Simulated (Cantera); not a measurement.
An isothermal, constant-pressure homogeneous reactor starts with CO : O2 : H2O : N2 = 0.017 : 0.0041 : 0.029 : 1 (molar parts), equivalence ratio 2.1, at 1200 K and 500000 Pa.

Computed with Cantera and GRI-Mech 3.0 (53 species, 325 reactions).

x: mole fraction; the columns are a selection and need not sum to one.

| t (s) | x CO | x O2 | x H2O | x N2O | x HO2 | x H2 | x H |
|---|---|---|---|---|---|---|---|
| 2.00e-5 | 0.0162 | 0.00390 | 0.0276 | <1e-12 | 2.31e-11 | 9.37e-12 | 5.69e-11 |
| 4.69e-5 | 0.0162 | 0.00390 | 0.0276 | <1e-12 | 2.19e-10 | 1.09e-10 | 2.50e-10 |
| 0.000110 | 0.0162 | 0.00390 | 0.0276 | <1e-12 | 1.76e-9 | 1.01e-9 | 9.46e-10 |
| 0.000257 | 0.0162 | 0.00390 | 0.0276 | 4.91e-12 | 1.56e-8 | 1.09e-8 | 5.33e-9 |
| 0.000602 | 0.0162 | 0.00390 | 0.0276 | 1.48e-10 | 4.65e-7 | 3.96e-7 | 1.48e-7 |
| 0.00141 | 0.0154 | 0.00357 | 0.0274 | ? | 7.37e-6 | 0.000156 | 2.23e-5 |
| 0.00331 | 0.00850 | 0.000517 | 0.0267 | ? | 1.35e-6 | 0.000911 | 0.000103 |
| 0.00775 | 0.00613 | 6.95e-6 | 0.0254 | ? | 1.85e-8 | 0.00228 | 2.47e-5 |
| 0.0181 | 0.00564 | 6.85e-7 | 0.0249 | ? | 1.73e-9 | 0.00277 | 6.90e-6 |
| 0.0425 | 0.00536 | 1.16e-7 | 0.0247 | ? | 2.60e-10 | 0.00306 | 2.49e-6 |
| 0.0996 | 0.00515 | 2.34e-8 | 0.0245 | ? | 4.16e-11 | 0.00326 | 9.86e-7 |
| 0.233 | 0.00498 | 4.98e-9 | 0.0243 | ? | 6.02e-12 | 0.00343 | 4.09e-7 |
| 0.547 | 0.00484 | 1.04e-9 | 0.0242 | 9.45e-10 | <1e-12 | 0.00357 | 1.76e-7 |
| 1.28 | 0.00471 | 2.06e-10 | 0.0240 | 2.30e-10 | <1e-12 | 0.00370 | 7.87e-8 |
| 3.00 | 0.00459 | 3.64e-11 | 0.0239 | 2.13e-11 | <1e-12 | 0.00382 | 3.61e-8 |

Task: Complete the blanks.

Result: 
- 0.00141, x N2O: 4.24e-8
- 0.00331, x N2O: 2.09e-7
- 0.00775, x N2O: 4.82e-8
- 0.0181, x N2O: 1.93e-8
- 0.0425, x N2O: 9.43e-9
- 0.0996, x N2O: 4.82e-9
- 0.233, x N2O: 2.35e-9
